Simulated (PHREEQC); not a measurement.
Solution (25 °C): 0.126 mol FeCl3, 0.0011 mol MgSO4, 0.11 mol H2SO4 and 0.0021 mol Na2SO4 per kg of water. Closed to the air; pH follows from the charge balance.

The numbers come from PHREEQC with the ion-association model, phreeqc.dat.

Question: The ionic strength comes out as 0.491 mol/kgw. What activity coefficients do Cl-, SO4-2, FeHSO4+2, NaSO4-, Mg+2 get?

Answer: Cl- 0.65, SO4-2 0.21, FeHSO4+2 0.29, NaSO4- 0.69, Mg+2 0.29.

Precipitation was switched off in this run. Examples of supersaturated solids here: Hematite (slow to form), Goethite (slow to form). Others may be too. Species that the database lacks are ignored.
